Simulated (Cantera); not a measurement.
Source: NASA polynomial tables (part measured, part estimated), evaluated in Cantera. Values are per mole of reaction as written; species without (g) are pure solids or liquids, kept so even where they would boil at 1 bar.

2 B + 3 H2O(g) = 3 H2(g) + B2O3(g)

| T (K) | ΔH° (kJ) | ΔS° (J/K) | ΔG° (kJ) | log10 K |
|---|---|---|---|---|
| 1800 | … | … | … | … |
| 1825 | -92.6 | 128.3 | -326.8 | 9.35 |
| 1850 | … | … | … | … |
| 1875 | -92.9 | 128.2 | -333.2 | 9.28 |
| 1900 | … | … | … | … |
| 1925 | -93.1 | 128.1 | -339.6 | 9.22 |
| 1950 | -93.3 | 128.0 | -342.8 | 9.18 |

Task: Some entries are withheld; supply them.

Result: 
- 1800, ΔH° (kJ): -92.5
- 1800, ΔS° (J/K): 128.4
- 1800, ΔG° (kJ): -323.6
- 1800, log10 K: 9.39
- 1850, ΔH° (kJ): -92.8
- 1850, ΔS° (J/K): 128.3
- 1850, ΔG° (kJ): -330.0
- 1850, log10 K: 9.32
- 1900, ΔH° (kJ): -93.0
- 1900, ΔS° (J/K): 128.1
- 1900, ΔG° (kJ): -336.4
- 1900, log10 K: 9.25
